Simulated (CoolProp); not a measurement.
Aqueous potassium formate as a coolant, at 29 °C, 1 atm.

Model: Melinder's fits for secondary coolants, in CoolProp.

| mass % | freezing point (°C) | Prandtl number | cp (kJ/(kg K)) | density (kg/m³) | conductivity (W/(m K)) |
|---|---|---|---|---|---|
| 1 | -0.4 | 5.67 | 4.141 | 1002 | ___ |
| 7.5 | -3.5 | 6.14 | 3.903 | 1042 | 0.595 |
| 13.9 | ___ | 6.44 | 3.677 | 1081 | 0.582 |
| 20.3 | -11.9 | 6.91 | 3.460 | 1121 | 0.571 |
| 26.8 | ___ | 7.60 | 3.253 | 1164 | ___ |
| 33.2 | ___ | 8.36 | 3.068 | 1209 | 0.545 |
| 39.6 | -34.3 | 9.25 | ___ | 1255 | 0.528 |

Question: Fill in the missing entries.

Answer: 
- 1, conductivity (W/(m K)): 0.611
- 13.9, freezing point (°C): -7.3
- 26.8, freezing point (°C): -17.7
- 26.8, conductivity (W/(m K)): 0.559
- 33.2, freezing point (°C): -25.0
- 39.6, cp (kJ/(kg K)): 2.904
